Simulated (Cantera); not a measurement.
**Stirred combustor or abatement burner**

A perfectly stirred reactor is fed with 9.19 % CH₄, 21.6 % O₂, 69.2 % N₂, equivalence ratio 0.85, at 14300 Torr; it is adiabatic with a 350 K inlet, and is followed from long to short residence time, starting on the burning branch (τ in s: 0.025, 0.01, 0.0044, 0.0019, 0.00079, 0.00033, 0.00014, 6e-05, 2.5e-05).

Model: GRI-Mech 3.0 (53 species, 325 reactions), integrated in Cantera. The pressure lies above the range GRI-Mech 3.0 was tuned for (to about 10 atm).

| τ (s) | T (K) | x CH₄ | x O₂ | x OH | x H₂O | x CH₂ |
|---|---|---|---|---|---|---|
| 0.025 | 2278 | 1.31e-6 | 0.0310 | 0.00273 | 0.182 | 2.47e-8 |
| 0.010 | 2279 | 3.18e-6 | 0.0315 | 0.00278 | 0.182 | 6.15e-8 |
| 0.0044 | 2279 | 7.02e-6 | 0.0319 | 0.00284 | 0.182 | 1.38e-7 |
| 0.0019 | 2276 | 1.55e-5 | 0.0323 | 0.00294 | 0.181 | 3.13e-7 |
| 0.00079 | 2269 | 3.41e-5 | 0.0328 | 0.00313 | 0.181 | 7.17e-7 |
| 0.00033 | 2254 | 7.13e-5 | 0.0337 | 0.00343 | 0.180 | 1.57e-6 |
| 0.00014 | 2229 | 0.000144 | 0.0353 | 0.00382 | 0.179 | 3.23e-6 |
| 6.0e-5 | 2188 | 0.000295 | 0.0380 | 0.00413 | 0.177 | 6.32e-6 |
| 2.5e-5 | 2112 | 0.000733 | 0.0437 | 0.00387 | 0.173 | 1.22e-5 |
x: mole fraction; the columns are a selection and need not sum to one.
